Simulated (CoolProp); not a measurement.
Vapour-liquid equilibrium of ethylene (1) + n-perfluorobutane (2) at 231.8 K; x and y are mole fractions of (1).

Computed with CoolProp (multi-fluid Helmholtz-energy mixture model, Smukala 2000 and Gao 2022; pair parameters Bell 2016).

| x | bubble pressure (MPa) | y at the bubble point | dew pressure at overall composition x (MPa) | liquid density (mol/L) |
|---|---|---|---|---|
| 0.05 | 0.1722 | 0.912 | 0.01564 | 7.509 |
| 0.125 | 0.4238 | 0.963 | 0.01699 | 7.880 |
| 0.2 | 0.6529 | 0.975 | 0.01860 | 8.278 |
| 0.275 | 0.8297 | 0.980 | 0.02053 | 8.707 |
| 0.35 | 0.9462 | 0.982 | 0.02291 | 9.172 |
| 0.425 | 1.012 | 0.983 | 0.02591 | 9.678 |
| 0.5 | 1.045 | 0.984 | 0.02981 | 10.23 |
| 0.575 | 1.064 | 0.984 | 0.03509 | 10.85 |
| 0.65 | 1.083 | 0.985 | 0.04264 | 11.54 |
| 0.725 | 1.111 | 0.986 | 0.05433 | 12.32 |
| 0.8 | 1.156 | 0.988 | 0.07485 | 13.22 |
| 0.875 | 1.224 | 0.991 | 0.1203 | 14.27 |
| 0.95 | 1.317 | 0.995 | 0.3080 | 15.53 |

No azeotrope shows between x = 0.05 and 0.95.

The pair parameters rest on a limited set of measurements; away from them the model extrapolates. The gap from Raoult's law changes sign with composition, which may be real or a fault of the pair parameters; it wasn't checked against measurements. With so large a gap from Raoult's law the liquid may split in two, which this calculation doesn't test in full.
